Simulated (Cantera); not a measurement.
An adiabatic, constant-volume homogeneous reactor starts with CH₄ : O₂ : N₂ = 1 : 4 : 15 (molar parts), at 1325 K and 2.27 atm. Integrator tolerance rtol = 1e-08.

Computed with Cantera and GRI-Mech 3.0 (53 species, 325 reactions).

What does this change do: pressure from 2.27 atm to 3.06 atm?


```
quantity                                                              before                                      after
---------------------------------  -----------------------------------------  -----------------------------------------
time of steepest temperature rise                                    2.97 ms                                    2.30 ms
temperature at 0.400 s                                                2509 K                                     2516 K
equilibrium temperature                                               2509 K                                     2516 K
x(CH₄) at 0.400 s                      <1e-12 (gas-phase equilibrium <1e-12)      <1e-12 (gas-phase equilibrium <1e-12)
x(O₂) at 0.400 s                       0.0909 (gas-phase equilibrium 0.0909)      0.0908 (gas-phase equilibrium 0.0908)
x(CO₂) at 0.400 s                      0.0468 (gas-phase equilibrium 0.0468)      0.0472 (gas-phase equilibrium 0.0472)
x(C₂H₆) at 0.400 s                     <1e-12 (gas-phase equilibrium <1e-12)      <1e-12 (gas-phase equilibrium <1e-12)
x(NO) at 0.400 s                       0.0149 (gas-phase equilibrium 0.0149)      0.0151 (gas-phase equilibrium 0.0151)
x(H) at 0.400 s                    0.000385 (gas-phase equilibrium 0.000385)  0.000324 (gas-phase equilibrium 0.000324)
```
